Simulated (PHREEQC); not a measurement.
A made-up water analysis in mg/kgw, 25 °C, pH 7.86, pe 12.6: Na 19.6; K 2.94; Ca 25.7; Mg 18.6; Cl 87.6; S(6) as SO4 107; Alkalinity as HCO3 43.5; Si as SiO2 0.249; Li 0.00478.

Valence states are taken as typed.

The numbers come from PHREEQC with the ion-association model, phreeqc.dat.

No solid was allowed to form.

Task: Order these Ca species by the share of Ca that they hold, largest first: Ca+2, CaHCO3+, CaCO3, CaSO4.

Result: Ca+2 (91 %), CaSO4 (8.1 %), CaHCO3+ (0.58 %), CaCO3 (0.24 %)

The pH is 7.86 and the ionic strength 0.00654 mol/kgw. Complexes and solids missing from the database can't appear.
